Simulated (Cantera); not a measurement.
A closed system holds: 1 mol C₂H₂, 0.031 mol O₂, at 1025 °C and 518 Torr.

Method: chemical equilibrium by Gibbs-energy minimisation in Cantera with the NASA 1993 tables (ideal gas, pure condensed phases). Candidate condensed phases: C, C₆H₆, C₇H₈, C₈H₁₈, H₂O; 110 gas species. The numbers say what is thermodynamically allowed, not how fast it happens.

Base state: H₂ 0.937, CO 0.0583, CH₄ 0.00482, H₂O 0.000350, CO₂ 1.24e-5 (mole fractions); condensed: C(graphite).

What changes in the equilibrium state with this change: O₂ from 0.031 to 1.1 mol?


```
species             before    after
----------------  --------  -------
CO                  0.0583    0.630
H₂                   0.937    0.303
CO₂                1.24e-5   0.0362
H₂O               0.000350   0.0305
CH₄                0.00482  2.02e-5
C(graphite), mol      1.93        0
```

What changes in the equilibrium state with this change: temperature from 1025 °C to 1550 °C?


| species | before | after |
|---|---|---|
| H₂ | 0.937 | 0.940 |
| CO | 0.0583 | 0.0584 |
| H | 1.25e-6 | 0.000506 |
| CH₄ | 0.00482 | 0.000435 |
| C₂H₂ (acetylene) | 5.23e-7 | 0.000199 |
| CO₂ | 1.24e-5 | 1.53e-7 |
| H₂O | 0.000350 | 9.64e-6 |
| C(graphite), mol | 1.93 | 1.94 |
